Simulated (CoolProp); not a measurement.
Carbon monoxide at several states: Z from the reference equation and from simpler models built on Tc = 132.9 K, pc = 34.98 bar, ω = 0.050; each cubic takes its own stable root.

The numbers come from the reference Helmholtz-energy equation of state, Lemmon 2006 in CoolProp. It is a short technical equation, of lower accuracy than the large ones.

```tsv
T (K)	p (bar)	phase	reference	Pitzer virial	Redlich-Kwong	Soave-Redlich-Kwong	Peng-Robinson
143.3	12.5	gas	0.8987	0.9039	0.8964	0.8973	0.8851
389	3.37	gas	1.001	1.000	1.000	1.001	1.000
237.4	7.66	gas	0.9900	0.9905	0.9889	0.9915	0.9873
139.5	0.851	gas	0.9929	0.9929	0.9928	0.9928	0.9919
134.2	15.4	gas	0.8401	0.8546	0.8375	0.8377	0.8220
```
